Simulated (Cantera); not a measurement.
A Cantera script and what it prints.

```python
import numpy as np
import cantera as ct

gas_names = """
    Mg MgN MgO MgS Mg2 N NO NO2 NO3 N2 N2O O O2 O3 S SN SO SO2 SO3 S2 S2O S8
""".split()
cond_names = """
    Mg(cr) Mg(L) MgO(s) MgO(L) MgS(s) MgSO4(s) MgSO4(L) S(cr1) S(cr2) S(L)
""".split()


# ... load() reads the species with a 1 bar reference pressure and builds the phases ...
atoms = {
    'MgO': {'Mg': 1, 'O': 1},
    'SO3': {'S': 1, 'O': 3},
    'N2': {'N': 2},
    'SO2': {'S': 1, 'O': 2},
}
top_T = {'MgS(s)': 2250}  # K; cautious upper limits of use, not melting points


# ... equilibrate(T, P, feed) seeds the gas with the atoms and calls Mixture.equilibrate('TP', solver="vcs", rtol=1e-11, max_steps=5000) ...
results = []
feed = {'MgO': 1, 'SO3': 0.55, 'N2': 19, 'SO2': 1.4}  # mol
P = 100000  # Pa
for T in [1173, 1273, 1373, 1473, 1573, 1673, 1773, 1873, 1973]:
    mix = equilibrate(T, P, feed)
    results.append((T, P, feed, dict(zip(mix.species_names, mix.species_moles))))
    x = sorted(zip(gas.X, gas.species_names), reverse=True)
    print(f"T = {T:g} K  P = {P:g} Pa  gas = {mix.phase_moles(0):.4g} mol")
    print("   x: " + "  ".join(f"{s} {v:.3e}" for v, s in x if v > 1e-05))
    print("   condensed (mol): " + ("  ".join(f"{mix.phase(i).name} {mix.phase_moles(i):.4g}"
          for i in range(1, mix.n_phases) if mix.phase_moles(i) > 1e-12) or "none"))
```

Output:

```
T = 1173 K  P = 100000 Pa  gas = 20.47 mol
   x: N2 9.282e-01  SO2 7.019e-02  O2 8.920e-04  SO3 6.740e-04  NO 1.120e-05
   condensed (mol): MgO(s) 0.5005  MgSO4(s) 0.4995
T = 1273 K  P = 100000 Pa  gas = 21.21 mol
   x: N2 8.958e-01  SO2 9.047e-02  O2 1.219e-02  SO3 1.473e-03  NO 8.497e-05
   condensed (mol): MgO(s) 1
T = 1373 K  P = 100000 Pa  gas = 21.22 mol
   x: N2 8.954e-01  SO2 9.113e-02  O2 1.249e-02  SO3 7.747e-04  NO 1.614e-04
   condensed (mol): MgO(s) 1
T = 1473 K  P = 100000 Pa  gas = 21.22 mol
   x: N2 8.952e-01  SO2 9.145e-02  O2 1.260e-02  SO3 4.415e-04  NO 2.793e-04
   condensed (mol): MgO(s) 1
T = 1573 K  P = 100000 Pa  gas = 21.22 mol
   x: N2 8.951e-01  SO2 9.161e-02  O2 1.260e-02  NO 4.490e-04  SO3 2.695e-04
   condensed (mol): MgO(s) 1
T = 1673 K  P = 100000 Pa  gas = 21.22 mol
   x: N2 8.949e-01  SO2 9.170e-02  O2 1.253e-02  NO 6.802e-04  SO3 1.743e-04
   condensed (mol): MgO(s) 1
T = 1773 K  P = 100000 Pa  gas = 21.22 mol
   x: N2 8.947e-01  SO2 9.175e-02  O2 1.241e-02  NO 9.808e-04  SO3 1.183e-04  SO 1.200e-05  O 1.046e-05
   condensed (mol): MgO(s) 1
T = 1873 K  P = 100000 Pa  gas = 21.22 mol
   x: N2 8.945e-01  SO2 9.175e-02  O2 1.224e-02  NO 1.357e-03  SO3 8.354e-05  SO 3.603e-05  O 2.615e-05
   condensed (mol): MgO(s) 1
T = 1973 K  P = 100000 Pa  gas = 21.23 mol
   x: N2 8.942e-01  SO2 9.171e-02  O2 1.204e-02  NO 1.812e-03  SO 9.687e-05  SO3 6.104e-05  O 5.950e-05
   condensed (mol): MgO(s) 1
```

Method: chemical equilibrium by Gibbs-energy minimisation in Cantera with the NASA 1993 tables (ideal gas, pure condensed phases). Mutual solubility and eutectic melting of coexisting phases are not modelled.
